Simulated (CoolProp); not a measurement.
The fluid at 262.25 K and 6.35 MPa is throttled through a valve to 1.67 MPa with no heat exchange. The same conditions are run with several fluids, on thermodynamics alone (safety and materials aside).

Computed with CoolProp (reference Helmholtz-energy equation of state of each fluid (nitrogen: Span 2000; methane: Setzmann 1991; carbon monoxide: Lemmon 2006; oxygen: Schmidt 1985; normal hydrogen: Leachman 2009)).

```json
[
 {"fluid": "nitrogen", "temperature change (K)": "-11.9", "final phase": "gas", "final density (kg/m³)": "22.8"},
 {"fluid": "methane", "temperature change (K)": "-28.0", "final phase": "gas", "final density (kg/m³)": "14.7"},
 {"fluid": "carbon monoxide", "temperature change (K)": "-13.7", "final phase": "gas", "final density (kg/m³)": "23.0"},
 {"fluid": "oxygen", "temperature change (K)": "-15.6", "final phase": "gas", "final density (kg/m³)": "26.7"},
 {"fluid": "normal hydrogen", "temperature change (K)": "+1.2", "final phase": "supercritical", "final density (kg/m³)": "1.52"}
]
```
